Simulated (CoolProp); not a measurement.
Methane along the isotherm -68.45 °C: Z from the reference equation and from simpler models built on Tc = -82.6 °C, pc = 45.99 bar, ω = 0.011; each cubic takes its own stable root.

Computed with CoolProp (reference Helmholtz-energy equation of state, Setzmann 1991).

```json
[
 {"p (bar)": "5.31", "phase": "gas", "reference": "0.9682"},
 {"p (bar)": "10.6", "phase": "gas", "reference": "0.9352"},
 {"p (bar)": "15.9", "phase": "gas", "reference": "0.9005"},
 {"p (bar)": "21.2", "phase": "gas", "reference": "0.8640"},
 {"p (bar)": "26.5", "phase": "gas", "reference": "0.8253"},
 {"p (bar)": "31.8", "phase": "gas", "reference": "0.7839"},
 {"p (bar)": "37.1", "phase": "gas", "reference": "0.7392"},
 {"p (bar)": "42.5", "phase": "gas", "reference": "0.6894"},
 {"p (bar)": "47.8", "phase": "supercritical", "reference": "0.6349"},
 {"p (bar)": "53.1", "phase": "supercritical", "reference": "0.5729"},
 {"p (bar)": "58.4", "phase": "supercritical", "reference": "0.5016"},
 {"p (bar)": "63.7", "phase": "supercritical", "reference": "0.4251"},
 {"p (bar)": "69", "phase": "supercritical", "reference": "0.3707"}
]
```

How far does each simpler model (Soave-Redlich-Kwong, Peng-Robinson) lie from the reference over these 13 states: mean and median of the absolute difference, and the worst?


- Soave-Redlich-Kwong: mean 1.6 %, median 0.2 %, worst +10.4 % at -68.45 °C and 69 bar
- Peng-Robinson: mean 2.7 %, median 2.7 %, worst -4.6 % at -68.45 °C and 53.1 bar
